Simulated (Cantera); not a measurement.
Input (Python, Cantera):

```python
import numpy as np
import cantera as ct

gas = ct.Solution("gri30.yaml")
gas.TPX = 575, 100000, {'CH4': 1, 'C2H6': 0.6, 'O2': 5.77, 'N2': 27.7}
flame = ct.FreeFlame(gas, width=0.04)
flame.set_refine_criteria(ratio=3, slope=0.08, curve=0.16)
flame.transport_model = "mixture-averaged"
flame.solve(loglevel=0, auto=True)
z, T = flame.grid, flame.T
thick = (T[-1] - T[0]) / np.gradient(T, z).max()
show = ['CH4', 'C2H6', 'O2', 'O', 'C2H', 'CO']
print(f"laminar burning velocity  {flame.velocity[0] * 100:.3f} cm/s")
print(f"burnt temperature         {T[-1]:.1f} K")
print(f"thermal thickness         {thick * 1e3:.4f} mm")
print(f"grid points               {len(z)}")
z0 = z[flame.heat_release_rate.argmax()]
print(f"{'z/mm':>9s}{'T/K':>9s}{'u/(m/s)':>9s}" + "".join(f"{s:>11s}" for s in show))
rows = []
for k in (-3, -2, -1.5, -1, -0.5, -0.25, 0, 0.25, 0.5, 1, 2, 4, 8):
    zz = z0 + k * thick
    rows.append([k * thick, np.interp(zz, z, T), np.interp(zz, z, flame.velocity),
                 *(np.interp(zz, z, flame.X[gas.species_index(s)]) for s in show)])
    print(f"{rows[-1][0] * 1e3:9.3f}{rows[-1][1]:9.1f}{rows[-1][2]:9.3f}" + "".join(f"{x:11.3e}" for x in rows[-1][3:]))
```

Result:

```
laminar burning velocity  53.180 cm/s
burnt temperature         1873.4 K
thermal thickness         0.5483 mm
grid points               134
     z/mm      T/K  u/(m/s)        CH4       C2H6         O2          O        C2H         CO
   -1.645    575.6    0.533  2.848e-02  1.710e-02  1.644e-01  2.343e-17  8.084e-27  1.096e-05
   -1.097    580.2    0.537  2.831e-02  1.706e-02  1.639e-01  1.260e-14  1.106e-23  1.075e-04
   -0.823    592.9    0.550  2.791e-02  1.697e-02  1.628e-01  1.425e-12  1.419e-21  3.918e-04
   -0.548    652.2    0.607  2.626e-02  1.634e-02  1.580e-01  7.842e-10  3.925e-18  1.843e-03
   -0.274    922.1    0.867  1.921e-02  1.146e-02  1.344e-01  9.241e-07  1.290e-12  9.513e-03
   -0.137   1208.2    1.144  1.165e-02  4.964e-03  1.075e-01  2.494e-05  4.871e-10  1.876e-02
    0.000   1499.4    1.426  3.236e-03  3.121e-04  7.663e-02  5.441e-04  3.103e-08  2.689e-02
    0.137   1623.1    1.540  2.421e-04  6.627e-07  6.013e-02  2.214e-03  1.085e-08  2.216e-02
    0.274   1673.8    1.582  9.471e-06  3.987e-10  5.450e-02  2.754e-03  2.545e-10  1.505e-02
    0.548   1735.9    1.633  2.419e-08  4.310e-15  5.065e-02  2.388e-03  1.825e-13  7.987e-03
    1.097   1797.7    1.685  5.220e-13  2.911e-22  4.836e-02  1.478e-03  4.733e-19  3.882e-03
    2.193   1840.9    1.722  7.820e-19  2.194e-29  4.728e-02  6.600e-04  2.572e-25  1.785e-03
    4.387   1862.5    1.740  7.561e-21 -9.833e-32  4.689e-02  2.404e-04  1.754e-28  6.759e-04
```

Model: GRI-Mech 3.0 (53 species, 325 reactions), integrated in Cantera. Burning velocities carry a grid error of a few per cent, more on coarse grids.
